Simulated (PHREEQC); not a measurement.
0.94 g of hydrous ferric oxide (600 m²/g; 0.2 weak and 0.005 strong sites per Fe, Dzombak-Morel constants, diffuse double layer) in 1 kg of water with 0.3 mol/kgw of an inert sodium salt and 0.001 mol/kgw NaF, at 25 °C; the pH is set by adding NaOH or the inert anion's acid. O2 is buffered at 0.21 atm. The system is closed to CO2. No solid was allowed to form.

The numbers come from PHREEQC with the ion-association model, wateq4f.dat.

```json
[
 {"pH": "4", "F sorbed (%)": "59.7", "surface charge σ (C/m²)": "0.255", "surface potential ψ (mV)": "107"},
 {"pH": "4.75", "F sorbed (%)": "56.6", "surface charge σ (C/m²)": "___", "surface potential ψ (mV)": "100"},
 {"pH": "5.12", "F sorbed (%)": "52.5", "surface charge σ (C/m²)": "0.196", "surface potential ψ (mV)": "___"},
 {"pH": "5.88", "F sorbed (%)": "39.5", "surface charge σ (C/m²)": "0.134", "surface potential ψ (mV)": "76"},
 {"pH": "6.25", "F sorbed (%)": "31.8", "surface charge σ (C/m²)": "0.105", "surface potential ψ (mV)": "65"},
 {"pH": "7", "F sorbed (%)": "17.0", "surface charge σ (C/m²)": "0.057", "surface potential ψ (mV)": "41"},
 {"pH": "7.75", "F sorbed (%)": "6.8", "surface charge σ (C/m²)": "___", "surface potential ψ (mV)": "13"},
 {"pH": "8.12", "F sorbed (%)": "3.9", "surface charge σ (C/m²)": "___", "surface potential ψ (mV)": "-2"},
 {"pH": "8.88", "F sorbed (%)": "1.1", "surface charge σ (C/m²)": "-0.044", "surface potential ψ (mV)": "___"},
 {"pH": "9.25", "F sorbed (%)": "0.6", "surface charge σ (C/m²)": "-0.069", "surface potential ψ (mV)": "-48"},
 {"pH": "10", "F sorbed (%)": "0.2", "surface charge σ (C/m²)": "-0.132", "surface potential ψ (mV)": "-75"}
]
```

Q: Some entries are withheld; supply them.

A: 
- 4.75, surface charge σ (C/m²): 0.222
- 5.12, surface potential ψ (mV): 94
- 7.75, surface charge σ (C/m²): 0.017
- 8.12, surface charge σ (C/m²): -0.002
- 8.88, surface potential ψ (mV): -33
